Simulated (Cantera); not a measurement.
Hydrocarbon pyrolysis for carbon deposition

An isothermal, constant-pressure homogeneous reactor starts with C3H8 : H2 = 1 : 6.2 (molar parts), at 1100 K and 10.00 Torr.

Computed with Cantera and GRI-Mech 3.0 (53 species, 325 reactions). GRI-Mech 3.0 was tuned for natural gas; its chemistry of propane as a main component is partial and can be far from experiment. GRI-Mech 3.0 stops at C3 and has no aromatics, soot or wall deposition, so with more carbon than oxygen in the feed, carbon stays in small species such as C2H2 where larger ones or solid carbon would form. Radical loss at walls, strong at low pressure, is not modelled.

```csv
t (s),x C3H8,x H2,x C2H6,x C2H2,x CH3
2.00e-5,0.139,0.861,1.88e-9,<1e-12,2.52e-7
0.000138,0.139,0.861,8.15e-8,<1e-12,1.86e-6
0.000946,0.139,0.861,2.33e-6,2.44e-11,1.81e-5
0.00650,0.137,0.860,3.26e-5,6.03e-8,0.000134
0.0447,0.112,0.841,0.000505,2.23e-5,0.000217
0.308,0.0208,0.773,0.00129,0.00103,8.67e-5
2.11,0.000155,0.758,0.000712,0.00532,7.28e-6
14.5,8.16e-7,0.759,0.000596,0.0121,3.57e-6
100,5.10e-7,0.764,0.000427,0.0388,3.20e-6
```
x: mole fraction; the columns are a selection and need not sum to one.

Equilibrium at this temperature and pressure: C3H8 4.07e-8, H2 0.644, C2H6 6.26e-5, C2H2 0.0229, CH3 1.64e-6 (gas phase only).
